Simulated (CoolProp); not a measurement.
Vapour-liquid equilibrium of R152A (1) + R227EA (2) at 0.0318 MPa; x and y are mole fractions of (1).

Model: multi-fluid Helmholtz-energy mixture model, Outcalt 1996 and Lemmon 2016; pair parameters Bell 2016, in CoolProp.

```json
[
 {"x": "0.05", "bubble temperature (K)": "232.7", "y at the bubble point": "[?]", "dew temperature at overall composition x (K)": "232.8", "liquid density (mol/L)": "9.764"},
 {"x": "0.125", "bubble temperature (K)": "232.2", "y at the bubble point": "0.165", "dew temperature at overall composition x (K)": "232.4", "liquid density (mol/L)": "10.10"},
 {"x": "0.2", "bubble temperature (K)": "231.6", "y at the bubble point": "[?]", "dew temperature at overall composition x (K)": "[?]", "liquid density (mol/L)": "10.46"},
 {"x": "0.275", "bubble temperature (K)": "230.9", "y at the bubble point": "0.368", "dew temperature at overall composition x (K)": "231.6", "liquid density (mol/L)": "10.84"},
 {"x": "0.35", "bubble temperature (K)": "230.2", "y at the bubble point": "0.460", "dew temperature at overall composition x (K)": "[?]", "liquid density (mol/L)": "11.24"},
 {"x": "0.425", "bubble temperature (K)": "229.5", "y at the bubble point": "0.544", "dew temperature at overall composition x (K)": "230.5", "liquid density (mol/L)": "[?]"},
 {"x": "0.5", "bubble temperature (K)": "228.8", "y at the bubble point": "0.618", "dew temperature at overall composition x (K)": "229.9", "liquid density (mol/L)": "12.11"},
 {"x": "0.575", "bubble temperature (K)": "228.2", "y at the bubble point": "0.685", "dew temperature at overall composition x (K)": "229.2", "liquid density (mol/L)": "12.59"},
 {"x": "0.65", "bubble temperature (K)": "[?]", "y at the bubble point": "0.745", "dew temperature at overall composition x (K)": "228.5", "liquid density (mol/L)": "13.10"},
 {"x": "0.725", "bubble temperature (K)": "227.1", "y at the bubble point": "0.801", "dew temperature at overall composition x (K)": "227.8", "liquid density (mol/L)": "13.65"},
 {"x": "0.8", "bubble temperature (K)": "226.7", "y at the bubble point": "0.854", "dew temperature at overall composition x (K)": "227.1", "liquid density (mol/L)": "14.23"},
 {"x": "0.875", "bubble temperature (K)": "226.3", "y at the bubble point": "0.906", "dew temperature at overall composition x (K)": "226.5", "liquid density (mol/L)": "14.86"},
 {"x": "0.95", "bubble temperature (K)": "226.0", "y at the bubble point": "0.961", "dew temperature at overall composition x (K)": "226.0", "liquid density (mol/L)": "[?]"}
]
```

Problem. What belongs in the gaps?

Solution. 
- 0.05, y at the bubble point: 0.063
- 0.2, y at the bubble point: 0.268
- 0.2, dew temperature at overall composition x (K): 232.0
- 0.35, dew temperature at overall composition x (K): 231.1
- 0.425, liquid density (mol/L): 11.66
- 0.65, bubble temperature (K): 227.6
- 0.95, liquid density (mol/L): 15.54

No azeotrope shows between x = 0.05 and 0.95.

The pair parameters rest on a limited set of measurements; away from them the model extrapolates. The gap from Raoult's law changes sign with composition, which may be real or a fault of the pair parameters; it wasn't checked against measurements.
